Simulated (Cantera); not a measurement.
## Thermodynamics of abatement and gas-phase synthesis, feed HCl + O2 + H2 + H2O

Feed: 1 mol HCl, 0.53 mol O2, 8.1 mol H2, 2.8 mol H2O, at 2148.15 K.

Cantera equilibrium calculation (NASA polynomials, part measured and part estimated; ideal gas, pure solids and liquids). Candidate condensed phases: H2O; 14 gas species. The ideal-gas law is rough above about 30 bar. Equilibrium is a limit: real reactors are often held back by kinetics, nucleation or transport.

```csv
P (Pa),log p H2,log p H2O,log p H,log p HCl,log p Cl,log p OH
10,-4.40,-4.63,-4.58,-5.33,-5.64,-5.70
65,-3.48,-3.72,-4.12,-4.36,-5.13,-5.25
420,-2.63,-2.88,-3.70,-3.49,-4.69,-4.84
2700,-1.81,-2.06,-3.28,-2.66,-4.27,-4.43
17000,-1.00,-1.26,-2.88,-1.85,-3.87,-4.03
110000,-0.19,-0.45,-2.47,-1.04,-3.46,-3.62
720000,0.63,0.37,-2.07,-0.22,-3.05,-3.22
4700000,1.44,1.18,-1.66,0.60,-2.64,-2.81
30000000,2.25,1.99,-1.26,1.40,-2.24,-2.41
```
log p: log10 of the partial pressure in bar; nothing condenses.

From 10.0 Pa to 300 bar nothing is condensed.
